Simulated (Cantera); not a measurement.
An isothermal, constant-pressure homogeneous reactor starts with NO : N2 : H2O = 1 : 0.14 : 0.085 (molar parts), at 1923 K and 1.01 bar.

Model: GRI-Mech 3.0 (53 species, 325 reactions), integrated in Cantera.

### Question
Predict: x(NO) at 4.00 s; x(NO2) at 4.00 s; x(O2) at 4.00 s; x(N2O) at 4.00 s; x(N2) at 4.00 s.

### Answer
```json
{
 "x(NO) at 4.00 s": "0.0671 (gas-phase equilibrium 0.00694)",
 "x(NO2) at 4.00 s": "0.000178 (gas-phase equilibrium 1.91e-5)",
 "x(O2) at 4.00 s": "0.374 (gas-phase equilibrium 0.404)",
 "x(N2O) at 4.00 s": "1.64e-6 (gas-phase equilibrium 3.21e-7)",
 "x(N2) at 4.00 s": "0.489 (gas-phase equilibrium 0.519)"
}
```
